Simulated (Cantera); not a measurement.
A perfectly stirred reactor is fed with CH4 : O2 : N2 = 1 : 4.08 : 15.3 (molar parts), at 5.00 bar; it is adiabatic with a 475 K inlet, and is followed from long to short residence time, starting on the burning branch (τ in s: 0.12, 0.036, 0.01, 0.0031, 0.0009, 0.00026, 7.7e-05, 2.2e-05, 6.6e-06).

Computed with Cantera and GRI-Mech 3.0 (53 species, 325 reactions).

Q: Predict: blow-out, bracketed by the residence times tried; x(CH4) at τ = 0.120 s; x(O2) at τ = 0.120 s; x(H) at τ = 0.120 s; x(N2O) at τ = 0.120 s; x(NO) at τ = 0.120 s; x(CH4) at τ = 0.900 ms; x(O2) at τ = 0.900 ms.

A: 
```json
{
  "blow_out_bracketed_by_the_residence_times_tried": "burning at 3.10 ms, out at 0.900 ms",
  "x(CH4) at τ = 0.120 s": "1.23e-5",
  "x(O2) at τ = 0.120 s": "0.102",
  "x(H) at τ = 0.120 s": "3.74e-7",
  "x(N2O) at τ = 0.120 s": "6.75e-7",
  "x(NO) at τ = 0.120 s": "1.70e-6",
  "x(CH4) at τ = 0.900 ms": "0.0491",
  "x(O2) at τ = 0.900 ms": "0.200"
}
```
